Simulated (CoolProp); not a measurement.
A closed Brayton cycle with dry air: compressor inlet 306.15 K and 2.6 MPa, high pressure 6.24 MPa, turbine inlet 890 K, compressor efficiency 0.89, turbine efficiency 0.85, recuperator effectiveness 0.8 (on enthalpy, no pinch check). Each further row changes one setting.

The numbers come from the reference Helmholtz-energy equation of state, Lemmon 2000 in CoolProp. It is a pseudo-pure fit of the blend.

```tsv
case	thermal efficiency (%)	net work (kJ/kg)	compressor to turbine work	compressor exit (K)	turbine exit (K)
as stated	30.0	73.7	0.57	404.7	735.5
turbine inlet 840 K	…	…	0.61	404.7	…
compressor inlet 316.15 K	29.0	70.4	…	417.8	735.5
high pressure 5.3 MPa	28.7	64.8	0.55	…	…
recuperator effectiveness 0.5	…	73.7	0.57	404.7	735.5
```

**Question.** Fill in the missing entries.

**Answer.** 
- turbine inlet 840 K, thermal efficiency (%): 28.2
- turbine inlet 840 K, net work (kJ/kg): 63.9
- turbine inlet 840 K, turbine exit (K): 692.8
- compressor inlet 316.15 K, compressor to turbine work: 0.59
- high pressure 5.3 MPa, compressor exit (K): 384.5
- high pressure 5.3 MPa, turbine exit (K): 762.1
- recuperator effectiveness 0.5, thermal efficiency (%): 21.0
